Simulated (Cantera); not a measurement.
Charge: 1 mol Si3N4, 17 mol O2, 0.47 mol H2, held at 41.0 Pa.

These are equilibrium values from Cantera (NASA tables, ideal gas, pure condensed phases), not measurements of a reactor. Candidate condensed phases: H2O, Si, SiO2, Si2N2O, Si3N4; 35 gas species. The tables hold silica as quartz up to 1696 K and as liquid above; real silica turns to tridymite and cristobalite and melts near 1996 K. The numbers say what is thermodynamically allowed, not how fast it happens.

**Question.** At 1350 °C, list the 5 most abundant gas species with their mole fractions, and the condensed phases.

**Answer.** O2 0.846, N2 0.122, H2O 0.0284, NO 0.00169, OH 0.00112. Condensed: SiO2(β-quartz).
